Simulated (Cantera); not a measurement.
A perfectly stirred reactor is fed with C2H6 : N2 = 1 : 5.1 (molar parts), at 0.000128 atm; it is held at 1400 K, and followed from long to short residence time.

Cantera simulation using GRI-Mech 3.0 (53 species, 325 reactions); the numbers are that mechanism's predictions, not measurements. GRI-Mech 3.0 stops at C3 and has no aromatics, soot or wall deposition, so with more carbon than oxygen in the feed, carbon stays in small species such as C2H2 where larger ones or solid carbon would form. Radical loss at walls, strong at low pressure, is not modelled.

Problem. What does this change do: N2 5.1 to 41 parts?

Solution. 
```tsv
quantity	before	after
x(C2H6) at τ = 0.930 s	0.0401	0.00987
x(C2H4) at τ = 0.930 s	0.0518	0.00828
x(CH2) at τ = 0.930 s	5.35e-6	3.42e-6
x(H) at τ = 0.930 s	0.000273	0.000138
x(C2H) at τ = 0.930 s	8.48e-8	2.56e-8
x(C2H6) at τ = 11.0 ms	0.163	0.0237
x(C2H4) at τ = 11.0 ms	9.93e-5	1.22e-6
x(CH2) at τ = 11.0 ms	9.21e-8	3.33e-9
x(H) at τ = 11.0 ms	6.50e-6	4.12e-7
x(C2H) at τ = 11.0 ms	<1e-12	<1e-12
```

Problem. What does this change do: C2H6 1 to 0.1 parts?

Solution. 
| quantity | before | after |
|---|---|---|
| x(C2H6) at τ = 0.930 s | 0.0401 | 0.00833 |
| x(C2H4) at τ = 0.930 s | 0.0518 | 0.00662 |
| x(CH2) at τ = 0.930 s | 5.35e-6 | 3.16e-6 |
| x(H) at τ = 0.930 s | 0.000273 | 0.000127 |
| x(C2H) at τ = 0.930 s | 8.48e-8 | 2.21e-8 |
| x(C2H6) at τ = 11.0 ms | 0.163 | 0.0192 |
| x(C2H4) at τ = 11.0 ms | 9.93e-5 | 7.59e-7 |
| x(CH2) at τ = 11.0 ms | 9.21e-8 | 2.24e-9 |
| x(H) at τ = 11.0 ms | 6.50e-6 | 2.97e-7 |
| x(C2H) at τ = 11.0 ms | <1e-12 | <1e-12 |

Problem. What does this change do: temperature 1400 to 1598 K?

Solution. 
```csv
quantity,before,after
x(C2H6) at τ = 0.930 s,0.0401,0.00656
x(C2H4) at τ = 0.930 s,0.0518,0.0217
x(CH2) at τ = 0.930 s,5.35e-6,2.44e-5
x(H) at τ = 0.930 s,0.000273,0.00121
x(C2H) at τ = 0.930 s,8.48e-8,2.12e-6
x(C2H6) at τ = 11.0 ms,0.163,0.146
x(C2H4) at τ = 11.0 ms,9.93e-5,0.00523
x(CH2) at τ = 11.0 ms,9.21e-8,1.44e-5
x(H) at τ = 11.0 ms,6.50e-6,0.000250
x(C2H) at τ = 11.0 ms,<1e-12,5.98e-9
```
